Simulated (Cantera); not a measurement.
Low-pressure radical oxidation in H2/O2

An isothermal, constant-pressure homogeneous reactor starts with 8.07 % H2, 91.7 % O2, 0.193 % H2O, equivalence ratio 0.044, at 975 K and 10.00 Torr.

Detailed kinetics in Cantera: GRI-Mech 3.0 (53 species, 325 reactions). Radical loss at walls, strong at low pressure, is not modelled. The temperature is held fixed by assumption; the heat of reaction is taken as removed at once.

```json
[
 {"t (s)": "0.000600", "x H2": "0.0807", "x O2": "0.917", "x HO2": "2.22e-10", "x H2O": "0.00193", "x O": "3.12e-10", "x OH": "1.41e-10"},
 {"t (s)": "0.00149", "x H2": "0.0807", "x O2": "0.917", "x HO2": "7.68e-10", "x H2O": "0.00193", "x O": "7.65e-9", "x OH": "3.24e-9"},
 {"t (s)": "0.00369", "x H2": "0.0807", "x O2": "0.917", "x HO2": "3.99e-7", "x H2O": "0.00195", "x O": "1.30e-5", "x OH": "5.49e-6"},
 {"t (s)": "0.00915", "x H2": "0.00455", "x O2": "0.885", "x HO2": "1.04e-5", "x H2O": "0.0679", "x O": "0.0203", "x OH": "0.00279"},
 {"t (s)": "0.0227", "x H2": "0.000805", "x O2": "0.906", "x HO2": "8.67e-6", "x H2O": "0.0830", "x O": "0.00680", "x OH": "0.00112"},
 {"t (s)": "0.0563", "x H2": "0.000128", "x O2": "0.913", "x HO2": "4.51e-6", "x H2O": "0.0857", "x O": "0.00113", "x OH": "0.000386"},
 {"t (s)": "0.140", "x H2": "1.87e-5", "x O2": "0.914", "x HO2": "1.58e-6", "x H2O": "0.0860", "x O": "0.000168", "x OH": "0.000144"},
 {"t (s)": "0.346", "x H2": "2.86e-6", "x O2": "0.914", "x HO2": "4.34e-7", "x H2O": "0.0861", "x O": "2.85e-5", "x OH": "5.99e-5"},
 {"t (s)": "0.859", "x H2": "5.03e-7", "x O2": "0.914", "x HO2": "1.16e-7", "x H2O": "0.0861", "x O": "6.07e-6", "x OH": "2.79e-5"},
 {"t (s)": "2.13", "x H2": "1.10e-7", "x O2": "0.914", "x HO2": "3.40e-8", "x H2O": "0.0861", "x O": "1.59e-6", "x OH": "1.43e-5"},
 {"t (s)": "5.29", "x H2": "2.99e-8", "x O2": "0.914", "x HO2": "1.11e-8", "x H2O": "0.0861", "x O": "4.87e-7", "x OH": "7.89e-6"},
 {"t (s)": "13.1", "x H2": "9.39e-9", "x O2": "0.914", "x HO2": "3.91e-9", "x H2O": "0.0861", "x O": "1.64e-7", "x OH": "4.57e-6"},
 {"t (s)": "32.5", "x H2": "3.23e-9", "x O2": "0.914", "x HO2": "1.49e-9", "x H2O": "0.0861", "x O": "5.88e-8", "x OH": "2.73e-6"},
 {"t (s)": "80.6", "x H2": "1.17e-9", "x O2": "0.914", "x HO2": "6.40e-10", "x H2O": "0.0861", "x O": "2.19e-8", "x OH": "1.67e-6"},
 {"t (s)": "200", "x H2": "4.43e-10", "x O2": "0.914", "x HO2": "3.67e-10", "x H2O": "0.0861", "x O": "8.41e-9", "x OH": "1.03e-6"}
]
```
x: mole fraction; the columns are a selection and need not sum to one.

Equilibrium at this temperature and pressure: H2 3.20e-11, O2 0.914, HO2 5.87e-10, H2O 0.0861, O 6.01e-10, OH 2.76e-7 (gas phase only).
